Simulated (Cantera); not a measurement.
A closed system holds: 1 mol Cu2O, 1.1 mol C, 2.1 mol CO, equilibrated at 2700 Pa.

Method: chemical equilibrium by Gibbs-energy minimisation in Cantera with the NASA 1993 tables (ideal gas, pure condensed phases). Candidate condensed phases: C, Cu, CuO, Cu2O; 15 gas species. Kinetics and transport are ignored.

log p: log10 of the partial pressure in bar; n: condensed amount in mol.

```tsv
T (°C)	log p CO	log p Cu	log p CO2	log p Cu2	log p C3	n C(graphite)	n Cu(s)	n Cu(l)
600	-1.66	-13.34	-2.27	<-13	<-13	0.611	2.00	0
800	-1.57	?	?	<-13	<-13	?	2.00	0
1000	-1.57	-7.08	-5.28	-11.29	<-13	0.101	2.00	0
1200	-1.57	?	?	?	<-13	0.100	0	2.00
1400	-1.57	-3.95	-6.91	-6.93	<-13	0.100	0	1.99
1600	-1.59	-2.91	-7.49	-5.50	-12.01	0.100	0	1.85
1800	-1.73	-2.08	-8.20	-4.36	-9.80	0.100	0	0.611
2000	-1.78	-1.98	-8.65	-4.59	-8.00	0.1000	0	0
2200	-1.78	-1.98	-8.94	-4.95	-6.49	0.0998	0	0
2400	-1.78	-1.98	-9.18	-5.27	-5.21	0.0960	0	0
```

What belongs in the gaps?


- 1200, log p Cu: -5.29
- 1200, log p CO2: -6.21
- 1200, log p Cu2: -8.77
- 800, log p Cu: -9.62
- 800, log p CO2: -3.99
- 800, n C(graphite): 0.112
